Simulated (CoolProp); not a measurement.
A single-stage vapour-compression cycle with the fluid: evaporating at 208.15 K (dew point), condensing at 276.15 K (bubble point), superheat 8 K, subcooling 2 K, compressor efficiency 0.9, no pressure losses. The same conditions are run with several fluids, on thermodynamics alone (safety and materials aside).

Values from CoolProp's reference Helmholtz-energy equation of state of each fluid (hydrogen chloride: Thol 2018; R404A: Lemmon 2003; R115: Lemmon 2016; R143a: Lemmon and Jacobsen 2000; carbonyl sulfide: Lemmon 2006; dimethyl ether: Wu 2011). Blends and air are pseudo-pure fits.

```json
[
 {"fluid": "hydrogen chloride", "cooling COP": "1.84", "pressure ratio": "10.0", "discharge temperature (K)": "436.2", "refrigerating effect (kJ/kg)": "309", "volumetric capacity (kJ/m³)": "1850"},
 {"fluid": "R404A", "cooling COP": "1.95", "pressure ratio": "18.9", "discharge temperature (K)": "311.5", "refrigerating effect (kJ/kg)": "133", "volumetric capacity (kJ/m³)": "261"},
 {"fluid": "R115", "cooling COP": "1.89", "pressure ratio": "17.9", "discharge temperature (K)": "286.6", "refrigerating effect (kJ/kg)": "76.5", "volumetric capacity (kJ/m³)": "180"},
 {"fluid": "R143a", "cooling COP": "2.01", "pressure ratio": "16.9", "discharge temperature (K)": "315.3", "refrigerating effect (kJ/kg)": "154", "volumetric capacity (kJ/m³)": "296"},
 {"fluid": "carbonyl sulfide", "cooling COP": "2.07", "pressure ratio": "14.7", "discharge temperature (K)": "392.5", "refrigerating effect (kJ/kg)": "243", "volumetric capacity (kJ/m³)": "398"},
 {"fluid": "dimethyl ether", "cooling COP": "2.14", "pressure ratio": "25.1", "discharge temperature (K)": "345.4", "refrigerating effect (kJ/kg)": "371", "volumetric capacity (kJ/m³)": "113"}
]
```
